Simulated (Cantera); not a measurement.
Charge: 1 mol FeS2, 1.3 mol H2S, 6.5 mol H2O, at 925 K and 19.0 bar.

These are equilibrium values from Cantera (NASA tables, ideal gas, pure condensed phases), not measurements of a reactor. Candidate condensed phases: Fe, FeO, Fe(OH)2, Fe(OH)3, FeS, FeSO4, FeS2, Fe2O3, Fe2(SO4)3, Fe3O4, H2O, H2SO4, S; 22 gas species. FeS: taken at fixed stoichiometry. Gases not in the tables: S3 to S7. Rates play no part.

Base state: H2O 0.827, H2S 0.167, H2 0.00290, SO2 0.00187, S2 0.00165, S2O 4.46e-5 (mole fractions); condensed: FeS(s) + FeS2(s).

Question: What changes in the equilibrium state with this change: pressure from 19.0 bar to 31.0 mbar?

Answer: 
```json
[
 {"species": "H2O", "before": "0.827", "after": "0.760"},
 {"species": "H2S", "before": "0.167", "after": "0.166"},
 {"species": "S2", "before": "0.00165", "after": "0.0500"},
 {"species": "H2", "before": "0.00290", "after": "0.0129"},
 {"species": "SO2", "before": "0.00187", "after": "0.0108"},
 {"species": "SH", "before": "8.64e-7", "after": "1.01e-5"},
 {"species": "S2O", "before": "4.46e-5", "after": "0.000279"},
 {"species": "FeS(s), mol", "before": "0.0480", "after": "1.00"},
 {"species": "FeS2(s), mol", "before": "0.952", "after": "0"}
]
```
